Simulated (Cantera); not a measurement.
Cantera run, input and output.

```python
import numpy as np
import cantera as ct

gas = ct.Solution("gri30.yaml")
gas.TPX = 1275, 2100, {'N2O': 1, 'N2': 0.033}
inlet = ct.Reservoir(gas, clone=True)

reactor = ct.IdealGasConstPressureReactor(gas, energy="off", clone=False)
exhaust = ct.Reservoir(gas, clone=True)
tau = [1.1, 0.52, 0.24, 0.11, 0.05, 0.023, 0.01, 0.0048, 0.0022][0]
for a, b in ((inlet, reactor), (reactor, exhaust)):
    ct.MassFlowController(a, b, mdot=lambda t: reactor.mass / tau)
net = ct.ReactorNet([reactor])
show = ['N2O', 'NO', 'O2', 'N2', 'NO2', 'O']

rows = []
print(f"{'tau/s':>10s}{'T/K':>9s}" + "".join(f"{s:>11s}" for s in show))
for tau in [1.1, 0.52, 0.24, 0.11, 0.05, 0.023, 0.01, 0.0048, 0.0022]:
    net.initial_time = 0.0
    net.advance(30 * tau)
    before = gas.X
    net.advance(40 * tau)
    drift = np.max(np.abs(gas.X - before) / (gas.X + 1e-9))
    rows.append([gas.T, *gas[show].X, drift])
    print(f"{tau:10.3e}{gas.T:9.1f}" + "".join(f"{x:11.3e}" for x in gas[show].X))
```

Output:

```
     tau/s      T/K        N2O         NO         O2         N2        NO2          O
 1.100e+00   1275.0  8.960e-01  6.657e-03  2.096e-02  7.642e-02  1.195e-06  5.463e-06
 5.200e-01   1275.0  9.326e-01  3.276e-03  1.031e-02  5.383e-02  4.844e-07  5.464e-06
 2.400e-01   1275.0  9.514e-01  1.542e-03  4.853e-03  4.225e-02  1.677e-07  5.462e-06
 1.100e-01   1275.0  9.603e-01  7.126e-04  2.243e-03  3.671e-02  4.942e-08  5.456e-06
 5.000e-02   1275.0  9.645e-01  3.245e-04  1.021e-03  3.412e-02  1.249e-08  5.442e-06
 2.300e-02   1275.0  9.664e-01  1.488e-04  4.682e-04  3.294e-02  2.915e-09  5.413e-06
 1.000e-02   1275.0  9.674e-01  6.393e-05  2.012e-04  3.238e-02  5.685e-10  5.345e-06
 4.800e-03   1275.0  9.677e-01  2.997e-05  9.432e-05  3.215e-02  1.278e-10  5.218e-06
 2.200e-03   1275.0  9.679e-01  1.304e-05  4.103e-05  3.204e-02  2.447e-11  4.952e-06
```

Cantera simulation using GRI-Mech 3.0 (53 species, 325 reactions); the numbers are that mechanism's predictions, not measurements. GRI-Mech 3.0 was tuned for natural gas; its chemistry of N2O as a main component is partial and can be far from experiment. Radical loss at walls, strong at low pressure, is not modelled. The mechanism lacks the step 2 NO + O2 → 2 NO2, which can matter for NO2 below about 1400 K. The temperature is held fixed by assumption; the heat of reaction is taken as removed at once.
